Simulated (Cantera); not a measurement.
Feed: 1 mol TiO2, 3.8 mol MgO, 2 mol O2, at 1775 K and 101000 Pa.

Method: chemical equilibrium by Gibbs-energy minimisation in Cantera with the NASA 1993 tables (ideal gas, pure condensed phases). Candidate condensed phases: Mg, MgO, MgTiO3, MgTi2O5, Mg2TiO4, Ti, TiO, TiO2, Ti2O3, Ti3O5, Ti4O7; 9 gas species. Mutual solubility and eutectic melting of coexisting phases are not modelled. Condensed phases not in the tables: alloys, solid solutions and most ternary compounds. Rates play no part.

Base state: O2 1.000, O 9.51e-5 (mole fractions); condensed: MgO(s) + Mg2TiO4(s).

Q: What changes in the equilibrium state with this change: temperature from 1775 K to 2500 K?

A: 
```csv
species,before,after
O2,1.000,0.986
O,9.51e-5,0.0143
MgO,<1e-9,5.14e-5
Mg,<1e-9,2.59e-5
"MgO(s), mol",1.80,1.80
"Mg2TiO4(s), mol",1.00,0
"Mg2TiO4(l), mol",0,1.000
```

Q: What changes in the equilibrium state with this change: pressure from 101000 Pa to 75.0 Pa?

A: 
| species | before | after |
|---|---|---|
| O2 | 1.000 | 0.997 |
| O | 9.51e-5 | 0.00349 |
| MgO(s), mol | 1.80 | 1.80 |
| Mg2TiO4(s), mol | 1.00 | 1.00 |
